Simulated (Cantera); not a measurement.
A freely propagating, adiabatic, planar premixed flame of CO : H2 : O2 : N2 = 1 : 0.91 : 0.868 : 3.26 (molar parts), equivalence ratio 1.1, unburnt at 700 K and 1.00 bar; mixture-averaged transport, grid criteria slope 0.08 and curve 0.16, no radiation.

Model: GRI-Mech 3.0 (53 species, 325 reactions), integrated in Cantera. Burning velocities carry a grid error of a few per cent, more on coarse grids.

How do the results move with these cheaper or finer settings: unity-Lewis-number transport; multicomponent transport; multicomponent+Soret transport; grid criteria slope 0.5, curve 1; grid criteria slope 0.25, curve 0.5; grid criteria slope 0.03, curve 0.06?


| setting | laminar burning velocity | thermal thickness | peak x(OH) | peak x(O) | grid points |
|---|---|---|---|---|---|
| as above | 615 cm/s | 0.635 mm | 0.0152 | 0.0168 | 158 |
| unity-Lewis-number transport | 409 cm/s | 0.445 mm | 0.0152 | 0.0172 | 151 |
| multicomponent transport | 608 cm/s | 0.631 mm | 0.0152 | 0.0168 | 158 |
| multicomponent+Soret transport | 580 cm/s | 0.624 mm | 0.0152 | 0.0167 | 159 |
| grid criteria slope 0.5, curve 1 | 701 cm/s | 0.827 mm | 0.0151 | 0.0167 | 47 |
| grid criteria slope 0.25, curve 0.5 | 656 cm/s | 0.701 mm | 0.0153 | 0.0170 | 72 |
| grid criteria slope 0.03, curve 0.06 | 600 cm/s | 0.615 mm | 0.0152 | 0.0168 | 338 |
The base run took roughly 17 core-seconds.
Unity Lewis numbers drop preferential diffusion, which matters most where H2 and H carry the flame; Soret adds thermal diffusion.
